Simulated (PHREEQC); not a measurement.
Solution (25 °C): 0.025 mol LiOH, 0.00042 mol H4SiO4 and 0.02 mol (CH3)4NCl per kg of water. Closed to the air; pH follows from the charge balance.

All values are PHREEQC results (ion-association model, phreeqc.dat), not measurements.

This is a speciation only: nothing precipitates in the calculation.

What pH does the model give?

pH 12.30.

In which forms is Si present?

H3SiO4- 81 %, H2SiO4-2 19 % of the Si.

Species that the database lacks are ignored. (CH3)4N+ isn't in the database: it is added as a free cation with an ion size of 4 Å.
